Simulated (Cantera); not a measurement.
A perfectly stirred reactor is fed with CH4 : CO : O2 : N2 = 1 : 0.97 : 2.96 : 11.1 (molar parts), equivalence ratio 0.84, at 10.0 bar; it is adiabatic with a 523 K inlet, and is followed from long to short residence time, starting on the burning branch (τ in s: 0.084, 0.025, 0.0074, 0.0022, 0.00065, 0.00019, 5.6e-05, 1.7e-05, 4.9e-06).

Cantera simulation using GRI-Mech 3.0 (53 species, 325 reactions); the numbers are that mechanism's predictions, not measurements.

x: mole fraction; the columns are a selection and need not sum to one.

```tsv
τ (s)	T (K)	x CH4	x CO	x O2	x NO2	x C2H4	x O	x CH2O
0.084	2284	4.58e-7	0.00248	0.0293	5.01e-6	4.01e-12	0.000249	7.93e-8
0.025	2285	1.48e-6	0.00262	0.0301	3.14e-6	4.16e-11	0.000263	2.60e-7
0.0074	2284	4.69e-6	0.00304	0.0309	1.57e-6	4.03e-10	0.000292	8.35e-7
0.0022	2274	1.38e-5	0.00421	0.0317	7.93e-7	3.17e-9	0.000366	2.49e-6
0.00065	2248	3.67e-5	0.00705	0.0333	4.87e-7	1.76e-8	0.000557	6.65e-6
0.00019	2195	…	…	…	…	…	…	…
5.6e-5	2102	0.000250	0.0226	0.0417	1.76e-7	3.01e-7	0.00160	4.05e-5
1.7e-5	…	…	…	…	…	…	0.00166	…
4.9e-6	523	0.0624	0.0605	0.185	<1e-12	<1e-12	<1e-12	<1e-12
```

**Question.** Some entries are withheld; supply them.

**Answer.** 
- 0.00019, x CH4: 9.27e-5
- 0.00019, x CO: 0.0127
- 0.00019, x O2: 0.0362
- 0.00019, x NO2: 3.15e-7
- 0.00019, x C2H4: 7.38e-8
- 0.00019, x O: 0.000965
- 0.00019, x CH2O: 1.64e-5
- 1.7e-5, T (K): 1914
- 1.7e-5, x CH4: 0.00112
- 1.7e-5, x CO: 0.0446
- 1.7e-5, x O2: 0.0557
- 1.7e-5, x NO2: 6.26e-8
- 1.7e-5, x C2H4: 3.11e-6
- 1.7e-5, x CH2O: 0.000142
